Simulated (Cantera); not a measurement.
Feed: 1 mol B, 0.8 mol O₂, 11 mol H₂, at 51.8 Torr.

Cantera equilibrium calculation (NASA polynomials, part measured and part estimated; ideal gas, pure solids and liquids). Candidate condensed phases: B, B₂O₃, B₃O₃H₃, H₂O; 23 gas species. Gases not in the tables: H₃BO₃. Rates play no part. All values below are at 1523 K.

Base state: H₂ 0.985, HBO₂ 0.00828, H₂O 0.00539, HBO 0.000951, B₂O₃ 0.000500, H 8.73e-5 (mole fractions); condensed: B₂O₃(l).

Q: What changes in the equilibrium state with this change: B replaced by borazine?

A: 
```json
[
 {"species": "H₂", "before": "0.985", "after": "0.957"},
 {"species": "N₂", "before": "0", "after": "0.0360"},
 {"species": "HBO₂", "before": "0.00828", "after": "0.00357"},
 {"species": "H₂O", "before": "0.00539", "after": "0.000999"},
 {"species": "B₂O₂", "before": "6.44e-6", "after": "3.37e-5"},
 {"species": "HBO", "before": "0.000951", "after": "0.00215"},
 {"species": "B₂O₃(l), mol", "before": "0.443", "after": "0.476"},
 {"species": "BN(s), mol", "before": "0", "after": "1.95"}
]
```
The feed counts by its element totals alone. Mutual solubility and eutectic melting of coexisting phases are not modelled. Further candidate phases: BN.
